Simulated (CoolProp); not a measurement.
Properties of methane at several states (Tc = -82.6 °C, pc = 45.99 bar, ω = 0.011).

Values from CoolProp's reference Helmholtz-energy equation of state, Setzmann 1991.

```tsv
T (°C)	p (bar)	phase	expansivity (1/kK)	fugacity coefficient
-127.45	34.5	liquid	(withheld)	(withheld)
-143.35	88.3	liquid	(withheld)	0.05181
185.95	0.149	gas	2.179	1.0000
306.65	40.2	gas	1.776	1.006
261.95	70	supercritical	1.991	1.006
305.75	266	supercritical	(withheld)	(withheld)
```

Question: Complete the blanks.

Answer: 
- -127.45, expansivity (1/kK): 4.934
- -127.45, fugacity coefficient: 0.2345
- -143.35, expansivity (1/kK): 3.576
- 305.75, expansivity (1/kK): 1.867
- 305.75, fugacity coefficient: 1.059
